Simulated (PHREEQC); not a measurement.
Consider water at 25 °C with 0.0093 mol/kgw NiCl2. Closed to the air; pH follows from the charge balance.

All values are PHREEQC results (ion-association model, wateq4f.dat), not measurements.

Task: The ionic strength comes out as 0.0274 mol/kgw. What activity coefficients do NiCl+, Cl-, Ni+2 get?

Result: NiCl+ 0.86, Cl- 0.85, Ni+2 0.53.

This is a speciation only: nothing precipitates in the calculation.
